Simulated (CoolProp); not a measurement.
The numbers come from the reference Helmholtz-energy equation of state, Pan 2012 in CoolProp.

Task: For R236FA, give the phase and the Z, cp (kJ/(kg K)), cv (kJ/(kg K)), speed of sound (m/s) at 326 K and 28.5 bar; 343.1 K and 28.5 bar.

Result: 
- 326 K and 28.5 bar: liquid; Z 0.125, cp 1.29, cv 0.899, speed of sound 441
- 343.1 K and 28.5 bar: liquid; Z 0.126, cp 1.35, cv 0.926, speed of sound 372
